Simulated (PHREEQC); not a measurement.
A solution holds 4 mmol/kgw Cu(BF4)2 and 0.53 mmol/kgw FeCl3, at 25 °C. Closed to the air; pH follows from the charge balance.

Equilibrium calculation in PHREEQC: ion-association model, wateq4f.dat.

| quantity | before | after |
|---|---|---|
| pH | 2.80 | 2.77 |
| ionic strength (mol/kgw) | 0.0138 | 0.0139 |
| CuCl+ (mol/kgw) | 1.06e-5 | 3.80e-6 |
| CuOH+ (mol/kgw) | 1.78e-8 | 1.69e-8 |
| FeOH+2 (mol/kgw) | 7.21e-9 | 4.00e-9 |
| Fe+3 (mol/kgw) | 2.80e-9 | 5.79e-9 |
| SI of Goethite (FeOOH) | +0.45 | -0.08 |
| SI of Hematite (Fe2O3) | +2.90 | +1.76 |

### Question
What was changed between the two runs?
(A) diluted 100-fold with water
(B) diluted 10-fold with water
(C) temperature from 25 to 5 °C
(D) Cu(BF4)2 replaced by Cu(NO3)2 at the same molality

### Answer
C, temperature from 25 to 5 °C

No solid was allowed to form. Some of these states are supersaturated (in Hematite (slow to form), Goethite (slow to form), for instance). Constants without temperature data keep their 25 °C values here. Real BF4- forms and hydrolyses slowly; the run takes it at equilibrium. Fluoro complexes past AlF4- and FeF3 are missing from the database.
